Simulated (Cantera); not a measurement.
An isothermal, constant-pressure homogeneous reactor starts with 7.05 % NO, 92.9 % N2, at 1800 K and 20.0 Torr.

Cantera simulation using GRI-Mech 3.0 (53 species, 325 reactions); the numbers are that mechanism's predictions, not measurements. Radical loss at walls, strong at low pressure, is not modelled.

x: mole fraction; the columns are a selection and need not sum to one.

```
t (s)       x NO        x O2       x N2O       x NO2   x N2         x O
--------  ------  ----------  ----------  ----------  -----  ----------
0.000100  0.0705      <1e-12     3.07e-9      <1e-12  0.929     3.07e-9
0.000538  0.0705    4.38e-12     1.64e-8    2.70e-11  0.929     1.65e-8
0.00289   0.0705    1.26e-10     8.68e-8    7.38e-10  0.929     8.99e-8
0.0156    0.0705  (withheld)  (withheld)  (withheld)  0.929  (withheld)
0.0837    0.0705     1.45e-7     1.46e-6     2.28e-7  0.929     3.41e-6
0.450     0.0705     7.31e-6     1.99e-6     1.27e-6  0.929     1.81e-5
2.42      0.0703  (withheld)     1.96e-6  (withheld)  0.930  (withheld)
13.0      0.0691    0.000711     1.88e-6     2.22e-6  0.930     3.17e-5
70.0      0.0616     0.00445     1.45e-6     3.80e-6  0.934     5.59e-5
```

### Question
What belongs in the gaps?

### Answer

- 0.0156, x O2: 3.83e-9
- 0.0156, x N2O: 4.25e-7
- 0.0156, x NO2: 1.69e-8
- 0.0156, x O: 5.12e-7
- 2.42, x O2: 0.000109
- 2.42, x NO2: 1.73e-6
- 2.42, x O: 2.55e-5
